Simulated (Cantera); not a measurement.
Charge: 1 mol Cu2O, 1300 mol H2, 95 mol N2, held at 4.20 Torr.

Method: chemical equilibrium by Gibbs-energy minimisation in Cantera with the NASA 1993 tables (ideal gas, pure condensed phases). Candidate condensed phases: Cu, CuO, Cu(OH)2, Cu2O, H2O; 27 gas species. Kinetics and transport are ignored.

Task: What share of the Cu ends up in condensed phases as a function of T (°C), at 650, 725, 800, 875, 950, 1025, 1100, 1175, 1250, 1325?

Result: 
```csv
T (°C),Cu condensed (%),as
650,100.0,Cu(s)
725,100.0,Cu(s)
800,100.0,Cu(s)
875,100.0,Cu(s)
950,99.7,Cu(s)
1025,98.1,Cu(s)
1100,90.2,Cu(l)
1175,58.6,Cu(l)
1250,0.0,-
1325,0.0,-
```
